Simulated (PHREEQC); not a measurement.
Model water analysis in mmol/kgw, 70 °C, pH 7.01, pe -1.9:

```csv
constituent,mmol/kgw
Na,236
K,0.621
Ca,2.92
Mg,15.2
Cl,225
S(6),25.7
Alkalinity (meq/kgw),0.25
Fe(2),0.336
F,0.193
Br,1.37
Zn,0.203
B,0.244
```

Valence states are taken as typed.

The numbers come from PHREEQC with the ion-association model, wateq4f.dat.

Each row changes one thing in this solution. No solid was allowed to form.

```json
[
 {"case": "as made", "ionic strength (mol/kgw)": "0.285", "SO4-2 (mol/kgw)": "0.0146", "Mg+2 (mol/kgw)": "0.00961", "Ca+2 (mol/kgw)": "0.00236", "Fe+2 (mol/kgw)": "0.000238", "HCO3- (mol/kgw)": "0.000190", "SI of Siderite (FeCO3)": "-0.06", "SI of Gypsum (CaSO4:2H2O)": "-1.00"},
 {"case": "B from 0.244 to 0.122 mmol/kgw", "ionic strength (mol/kgw)": "0.285", "SO4-2 (mol/kgw)": "0.0146", "Mg+2 (mol/kgw)": "0.00961", "Ca+2 (mol/kgw)": "0.00236", "Fe+2 (mol/kgw)": "0.000238", "HCO3- (mol/kgw)": "___", "SI of Siderite (FeCO3)": "___", "SI of Gypsum (CaSO4:2H2O)": "-1.00"},
 {"case": "pH from 7.01 to 7.51 at the same alkalinity", "ionic strength (mol/kgw)": "0.285", "SO4-2 (mol/kgw)": "0.0146", "Mg+2 (mol/kgw)": "0.00961", "Ca+2 (mol/kgw)": "0.00236", "Fe+2 (mol/kgw)": "0.000230", "HCO3- (mol/kgw)": "___", "SI of Siderite (FeCO3)": "___", "SI of Gypsum (CaSO4:2H2O)": "-1.00"}
]
```

Task: Fill in the missing entries.

Result: 
- B from 0.244 to 0.122 mmol/kgw, HCO3- (mol/kgw): 0.000192
- B from 0.244 to 0.122 mmol/kgw, SI of Siderite (FeCO3): -0.05
- pH from 7.01 to 7.51 at the same alkalinity, HCO3- (mol/kgw): 0.000133
- pH from 7.01 to 7.51 at the same alkalinity, SI of Siderite (FeCO3): +0.27

Some of these states are supersaturated (in Zincite(c) (slow to form), Siderite, for instance). Away from 25 °C the constants follow the database's enthalpies or fits; those with neither stay at their 25 °C values. Real BF4- forms and hydrolyses slowly; the run takes it at equilibrium. Fluoro complexes past AlF4- and FeF3 are missing from the database.
